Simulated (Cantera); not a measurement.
Input: 1 mol B2O3, 16 mol N2, at 2400 K and 0.133 bar.

Method: chemical equilibrium by Gibbs-energy minimisation in Cantera with the NASA 1993 tables (ideal gas, pure condensed phases). Candidate condensed phases: B, BN, B2O3; 17 gas species. Kinetics and transport are ignored.

Base state: N2 0.936, B2O3 0.0535, BO 0.00519, BO2 0.00446, NO 0.000319, B2O2 0.000218, O 0.000167, O2 4.92e-5 (mole fractions); condensed: gas only.

What changes in the equilibrium state with this change: temperature from 2400 K to 2348.15 K?


| species | before | after |
|---|---|---|
| N2 | 0.936 | 0.937 |
| B2O3 | 0.0535 | 0.0548 |
| BO | 0.00519 | 0.00380 |
| O | 0.000167 | 9.73e-5 |
| O2 | 4.92e-5 | 2.96e-5 |

What changes in the equilibrium state with this change: B2O3 replaced by BF3?


```csv
species,before,after
N2,0.936,0.940
BF3,0,0.0574
F,0,0.00131
B2O3,0.0535,0
BO,0.00519,0
BO2,0.00446,0
BF2,0,0.00129
```
The tables' values for BF2 are old estimates; treat these amounts as uncertain.
